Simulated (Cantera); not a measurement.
A perfectly stirred reactor is fed with CH4 : O2 : N2 = 1 : 3.77 : 14.2 (molar parts), equivalence ratio 0.53, at 30000 Pa; it is adiabatic with a 450 K inlet, and is followed from long to short residence time, starting on the burning branch (τ in s: 0.031, 0.019, 0.012, 0.0072, 0.0044, 0.0027, 0.0017, 0.001, 0.00063, 0.00039, 0.00024, 0.00015, 9e-05).

Cantera simulation using GRI-Mech 3.0 (53 species, 325 reactions); the numbers are that mechanism's predictions, not measurements.

Q: What does this change do: 1.1 parts CO2 added?

A: 
```csv
quantity,before,after
"blow-out, bracketed by the residence times tried","burning at 0.630 ms, out at 0.390 ms","burning at 1.70 ms, out at 1.00 ms"
x(CH4) at τ = 31.0 ms,4.31e-5,6.14e-5
x(O2) at τ = 31.0 ms,0.0932,0.0887
x(H2O) at τ = 31.0 ms,0.103,0.0978
x(OH) at τ = 31.0 ms,0.00232,0.00170
x(C2H2) at τ = 31.0 ms,4.17e-10,5.78e-10
x(CH4) at τ = 1.70 ms,0.000404,0.000690
x(O2) at τ = 1.70 ms,0.0972,0.0950
x(H2O) at τ = 1.70 ms,0.0981,0.0928
x(OH) at τ = 1.70 ms,0.00345,0.00229
x(C2H2) at τ = 1.70 ms,4.31e-9,8.13e-9
```
